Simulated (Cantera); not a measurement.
An adiabatic, constant-volume homogeneous reactor starts with H2 : O2 : N2 = 1 : 0.25 : 0.94 (molar parts), equivalence ratio 2.0, at 1575 K and 0.434 atm. Integrator tolerance rtol = 1e-08.

Model: the H2/O2 subset of GRI-Mech 3.0, which has no nitrogen chemistry, integrated in Cantera.

Question: What does this change do: initial temperature 1575 to 1725 K?

Answer: 
```json
[
 {"quantity": "time of steepest temperature rise", "before": "25.1 µs", "after": "16.5 µs"},
 {"quantity": "temperature at 0.300 s", "before": "2884 K", "after": "2914 K"},
 {"quantity": "equilibrium temperature", "before": "2884 K", "after": "2914 K"},
 {"quantity": "x(H2) at 0.300 s", "before": "0.230 (gas-phase equilibrium 0.230)", "after": "0.227 (gas-phase equilibrium 0.227)"},
 {"quantity": "x(O2) at 0.300 s", "before": "0.00114 (gas-phase equilibrium 0.00114)", "after": "0.00148 (gas-phase equilibrium 0.00148)"},
 {"quantity": "x(H2O2) at 0.300 s", "before": "9.42e-8 (gas-phase equilibrium 9.42e-8)", "after": "1.05e-7 (gas-phase equilibrium 1.05e-7)"},
 {"quantity": "x(H2O) at 0.300 s", "before": "0.223 (gas-phase equilibrium 0.223)", "after": "0.217 (gas-phase equilibrium 0.217)"},
 {"quantity": "x(HO2) at 0.300 s", "before": "9.46e-7 (gas-phase equilibrium 9.46e-7)", "after": "1.18e-6 (gas-phase equilibrium 1.18e-6)"},
 {"quantity": "x(OH) at 0.300 s", "before": "0.0179 (gas-phase equilibrium 0.0179)", "after": "0.0205 (gas-phase equilibrium 0.0205)"},
 {"quantity": "x(H) at 0.300 s", "before": "0.0611 (gas-phase equilibrium 0.0611)", "after": "0.0693 (gas-phase equilibrium 0.0693)"}
]
```

Question: What does this change do: initial temperature 1575 to 1173 K?

Answer: 
| quantity | before | after |
|---|---|---|
| time of steepest temperature rise | 25.1 µs | 0.128 ms |
| temperature at 0.300 s | 2884 K | 2791 K |
| equilibrium temperature | 2884 K | 2791 K |
| x(H2) at 0.300 s | 0.230 (gas-phase equilibrium 0.230) | 0.238 (gas-phase equilibrium 0.238) |
| x(O2) at 0.300 s | 0.00114 (gas-phase equilibrium 0.00114) | 0.000466 (gas-phase equilibrium 0.000466) |
| x(H2O2) at 0.300 s | 9.42e-8 (gas-phase equilibrium 9.42e-8) | 6.18e-8 (gas-phase equilibrium 6.18e-8) |
| x(H2O) at 0.300 s | 0.223 (gas-phase equilibrium 0.223) | 0.238 (gas-phase equilibrium 0.238) |
| x(HO2) at 0.300 s | 9.46e-7 (gas-phase equilibrium 9.46e-7) | 4.38e-7 (gas-phase equilibrium 4.38e-7) |
| x(OH) at 0.300 s | 0.0179 (gas-phase equilibrium 0.0179) | 0.0111 (gas-phase equilibrium 0.0111) |
| x(H) at 0.300 s | 0.0611 (gas-phase equilibrium 0.0611) | 0.0399 (gas-phase equilibrium 0.0399) |
